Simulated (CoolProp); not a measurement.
A single-stage vapour-compression cycle with fluoroethane (R161): evaporating at 201.15 K (dew point), condensing at 269.15 K (bubble point), superheat 2 K, subcooling 8 K, compressor efficiency 0.9, no pressure losses. Each further row changes one setting.

Model: reference Helmholtz-energy equation of state, Wu 2012, in CoolProp.

```json
[
 {"case": "as stated", "cooling COP": "2.12", "pressure ratio": "25.2", "discharge temperature (K)": "346.4", "refrigerating effect (kJ/kg)": "344", "volumetric capacity (kJ/m³)": "149"},
 {"case": "evaporating temperature 206.15 K", "cooling COP": "2.40", "pressure ratio": "18.3", "discharge temperature (K)": "337.8", "refrigerating effect (kJ/kg)": "348", "volumetric capacity (kJ/m³)": "204"},
 {"case": "condensing temperature 264.15 K", "cooling COP": "2.34", "pressure ratio": "21.2", "discharge temperature (K)": "338.1", "refrigerating effect (kJ/kg)": "354", "volumetric capacity (kJ/m³)": "154"},
 {"case": "subcooling 13 K", "cooling COP": "2.18", "pressure ratio": "25.2", "discharge temperature (K)": "346.4", "refrigerating effect (kJ/kg)": "354", "volumetric capacity (kJ/m³)": "154"},
 {"case": "superheat 12 K", "cooling COP": "2.09", "pressure ratio": "25.2", "discharge temperature (K)": "358.3", "refrigerating effect (kJ/kg)": "354", "volumetric capacity (kJ/m³)": "146"},
 {"case": "compressor efficiency 0.8", "cooling COP": "1.89", "pressure ratio": "25.2", "discharge temperature (K)": "360.3", "refrigerating effect (kJ/kg)": "344", "volumetric capacity (kJ/m³)": "149"}
]
```
